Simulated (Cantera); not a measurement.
# Ignition delay

Mixture: CH4 : C2H6 : C3H8 : O2 : N2 = 1 : 0.3 : 0.18 : 8.4 : 46.2 (molar parts), equivalence ratio 0.47, at 750 Torr, adiabatic and at constant pressure. Ignition delay is the time to a rise of 400 K.

Detailed kinetics in Cantera: GRI-Mech 3.0 (53 species, 325 reactions). GRI-Mech 3.0 was tuned for natural gas; its chemistry of propane as a main component is partial and can be far from experiment. Where the delays flatten at high temperature, the 400 K rule measures the pace of heat release, not the induction time.

```
T0 (K)  delay (ms)
------  ----------
1275         0.898
1350         0.408
1425         0.212
1500         0.129
1575        0.0919
1650        0.0762
1725        0.0718
```
